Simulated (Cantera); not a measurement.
Input: 1 mol trisilylamine, 2.1 mol N2, 0.28 mol H2, at 1398 K and 1.00 Torr.

These are equilibrium values from Cantera (NASA tables, ideal gas, pure condensed phases), not measurements of a reactor. Candidate condensed phases: Si, Si3N4; 18 gas species. The feed counts by its element totals alone. Equilibrium is a limit: real reactors are often held back by kinetics, nucleation or transport.

Base state: H2 0.888, N2 0.112, H 0.000122 (mole fractions); condensed: Si3N4(s).

What changes in the equilibrium state with this change: temperature from 1398 K to 2123 K?


```
species          before     after
-------------  --------  --------
H2                0.888     0.504
N2                0.112     0.293
Si              6.47e-8     0.128
H              0.000122    0.0698
Si2               <1e-9   0.00175
Si2N              <1e-9  0.000586
Si3               <1e-9  0.000353
SiN             1.62e-9  0.000498
SiH             1.12e-8   0.00171
Si3N4(s), mol      1.00         0
Si(l), mol            0      1.80
```
The tables' values for SiN are old estimates; treat these amounts as uncertain. Gases not in the tables: Si2H6 and higher silanes.
